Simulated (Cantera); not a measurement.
Charge: 1 mol CH3OH, 1.3 mol H2O, held at 1127 °C and 1 atm.

Cantera equilibrium calculation (NASA polynomials, part measured and part estimated; ideal gas, pure solids and liquids). Candidate condensed phases: C, C6H6, C7H8, C8H18, H2O; 110 gas species. The numbers say what is thermodynamically allowed, not how fast it happens.

Base state: H2 0.509, H2O 0.258, CO 0.189, CO2 0.0440 (mole fractions); condensed: gas only.

**Question.** What changes in the equilibrium state with this change: CH3OH replaced by C2H4?

**Answer.** 
```csv
species,before,after
H2,0.509,0.714
CO,0.189,0.282
CH4,1.59e-6,0.00223
H2O,0.258,0.000762
CO2,0.0440,0.000139
"C(graphite), mol",0,0.694
```
